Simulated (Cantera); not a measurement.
Charge: 1 mol borazine, 32 mol H2, 0.12 mol N2, 0.14 mol NH3, at 2073 K and 1.00 Torr.

Cantera equilibrium calculation (NASA polynomials, part measured and part estimated; ideal gas, pure solids and liquids). Candidate condensed phases: B, BN; 15 gas species. The feed counts by its element totals alone. The tables' values for BH2 are old estimates; treat these amounts as uncertain. Equilibrium is a limit: real reactors are often held back by kinetics, nucleation or transport.

Base state: H2 0.887, H 0.0678, N2 0.0442, BH2 0.000622, B 0.000323, BH 1.96e-5 (mole fractions); condensed: B(s).

Q: What changes in the equilibrium state with this change: pressure from 1.00 Torr to 0.105 Torr?

A: 
```csv
species,before,after
H2,0.887,0.761
H,0.0678,0.194
N2,0.0442,0.0412
B,0.000323,0.00307
BH,1.96e-5,5.61e-5
BH2,0.000622,0.000534
"B(s), mol",2.96,2.85
```
